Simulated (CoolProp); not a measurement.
Saturated liquid density (kg/m³) of tetrahydrofuran: the reference equation beside estimates from Tc = 540.2 K, pc = 5304 kPa, ω = 0.234. Rackett uses Z = 0.29056 − 0.08775 ω.

Computed with CoolProp (reference Helmholtz-energy equation of state, Fiedler 2023).

| T (K) | reference | Rackett | Soave-Redlich-Kwong |
|---|---|---|---|
| 285.8 | 895.4 | (withheld) | 830.4 |
| 302.1 | 877.6 | 888.7 | 815.5 |
| 318.4 | 859.4 | 870.4 | 799.6 |
| 334.7 | 840.8 | 851.5 | 782.5 |
| 351.1 | 821.6 | 831.9 | 764.1 |
| 367.4 | 802.0 | 811.6 | (withheld) |
| 383.7 | 781.7 | 790.5 | 723.1 |
| 400 | 760.5 | 768.4 | 700.0 |
| 416.3 | (withheld) | 745.0 | 674.8 |
| 432.6 | 714.7 | 720.1 | 647.3 |
| 449 | 689.3 | 693.2 | 616.6 |
| 465.3 | (withheld) | 664.0 | 582.6 |
| 481.6 | 630.7 | 631.3 | 544.0 |

Complete the blanks.


- 285.8, Rackett: 906.4
- 367.4, Soave-Redlich-Kwong: 744.4
- 416.3, reference: 738.3
- 465.3, reference: 661.7

Absolute difference from the reference over all 13 rows, mean and median: Rackett 0.9 and 1.1 %, Soave-Redlich-Kwong 8.6 and 7.5 %.
